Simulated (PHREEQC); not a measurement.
**Ultrapure water in contact with air or piping**

Synthetic water in mg/L, 20 °C, pH 6.19, pe -1:

```csv
constituent,mg/L
Na,0.0276
K,0.0138
Ca,0.00475
Mg,0.0051
Cl,0.0263
S(6) as SO4,0.0139
Alkalinity as HCO3,0.0326
Sr,3.27e-05
```

Na is adjusted to close the charge balance.
Valence states are taken as typed.

The numbers come from PHREEQC with the ion-association model, phreeqc.dat.

No solid was allowed to form.

Question: Predict the ionic strength.

Answer: ionic strength 2.69e-6 mol/kgw.

Question: In which forms is C present?

Answer: CO2 61 %, HCO3- 39 % of the C.

Species that the database lacks are ignored.
